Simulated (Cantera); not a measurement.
An adiabatic, constant-volume homogeneous reactor starts with CH4 : H2 : O2 : N2 = 1 : 0.2 : 1.62 : 14.9 (molar parts), at 1573 K and 0.330 bar. Integrator tolerance rtol = 1e-08.

Model: GRI-Mech 3.0 (53 species, 325 reactions), integrated in Cantera.

Q: What does this change do: 0.58 parts H2O added?

A: 
| quantity | before | after |
|---|---|---|
| time of steepest temperature rise | 1.57 ms | 1.64 ms |
| temperature at 0.300 s | 2537 K | 2500 K |
| equilibrium temperature | 2537 K | 2500 K |
| x(CH4) at 0.300 s | <1e-12 (gas-phase equilibrium <1e-12) | <1e-12 (gas-phase equilibrium <1e-12) |
| x(H2) at 0.300 s | 0.0237 (gas-phase equilibrium 0.0237) | 0.0256 (gas-phase equilibrium 0.0256) |
| x(O2) at 0.300 s | 0.00137 (gas-phase equilibrium 0.00137) | 0.00138 (gas-phase equilibrium 0.00138) |
| x(C2H6) at 0.300 s | <1e-12 (gas-phase equilibrium <1e-12) | <1e-12 (gas-phase equilibrium <1e-12) |
| x(H) at 0.300 s | 0.00617 (gas-phase equilibrium 0.00617) | 0.00551 (gas-phase equilibrium 0.00551) |
| x(CH2) at 0.300 s | <1e-12 (gas-phase equilibrium <1e-12) | <1e-12 (gas-phase equilibrium <1e-12) |
| x(CH2O) at 0.300 s | 1.77e-10 (gas-phase equilibrium 1.77e-10) | 1.69e-10 (gas-phase equilibrium 1.69e-10) |

Q: What does this change do: pressure from 0.330 bar to 1.20 bar?

A: 
```tsv
quantity	before	after
time of steepest temperature rise	1.57 ms	0.572 ms
temperature at 0.300 s	2537 K	2589 K
equilibrium temperature	2537 K	2589 K
x(CH4) at 0.300 s	<1e-12 (gas-phase equilibrium <1e-12)	<1e-12 (gas-phase equilibrium <1e-12)
x(H2) at 0.300 s	0.0237 (gas-phase equilibrium 0.0237)	0.0227 (gas-phase equilibrium 0.0227)
x(O2) at 0.300 s	0.00137 (gas-phase equilibrium 0.00137)	0.000703 (gas-phase equilibrium 0.000703)
x(C2H6) at 0.300 s	<1e-12 (gas-phase equilibrium <1e-12)	<1e-12 (gas-phase equilibrium <1e-12)
x(H) at 0.300 s	0.00617 (gas-phase equilibrium 0.00617)	0.00391 (gas-phase equilibrium 0.00391)
x(CH2) at 0.300 s	<1e-12 (gas-phase equilibrium <1e-12)	<1e-12 (gas-phase equilibrium <1e-12)
x(CH2O) at 0.300 s	1.77e-10 (gas-phase equilibrium 1.77e-10)	6.15e-10 (gas-phase equilibrium 6.15e-10)
```
